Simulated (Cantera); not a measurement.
Charge: 1 mol CuO, 0.98 mol CH₄, 0.071 mol CO, held at 727 °C and 13.3 mbar.

Cantera equilibrium calculation (NASA polynomials, part measured and part estimated; ideal gas, pure solids and liquids). Candidate condensed phases: C, C₆H₆, C₇H₈, C₈H₁₈, Cu, CuO, Cu(OH)₂, Cu₂O, H₂O; 113 gas species. Kinetics and transport are ignored.

What is the equilibrium state?


- x(H₂): 0.647
- x(CO): 0.346
- x(H₂O): 0.00385
- x(CO₂): 0.00296
- x(CH₄): 0.000163
- n(Cu(s)): 1.00 mol
- gas amount: 3.010 mol
- log10 activity of C(graphite) (absent): -0.51
- log10 activity of Cu(OH)₂(s) (absent): -16.27
